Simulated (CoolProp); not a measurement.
Saturation properties of CHF3 (R23) (Tc = 26.1 °C, pc = 4.832 MPa, ω = 0.263).

Values from CoolProp's reference Helmholtz-energy equation of state, Penoncello 2003.

```csv
T (°C),p (MPa),enthalpy of vaporisation (kJ/kg),vapour Z
-83.35,0.09376,___,0.9594
-73.25,0.1640,___,0.9421
-63.05,0.2712,___,0.9200
-52.85,0.4257,212.9,0.8931
-42.65,0.6396,202.0,___
-32.55,0.9230,190.0,0.8229
-22.35,1.296,176.4,0.7779
-12.15,1.771,160.6,0.7249
-2.05,2.359,141.9,___
8.15,3.094,118.3,0.5844
18.35,___,84.42,0.4778
```

Problem. Some entries are withheld; supply them.

Solution. 
- -83.35, enthalpy of vaporisation (kJ/kg): 240.4
- -73.25, enthalpy of vaporisation (kJ/kg): 232.0
- -63.05, enthalpy of vaporisation (kJ/kg): 222.8
- -42.65, vapour Z: 0.8607
- -2.05, vapour Z: 0.6623
- 18.35, p (MPa): 3.996

It boils at -82.0 °C under 1 atm.
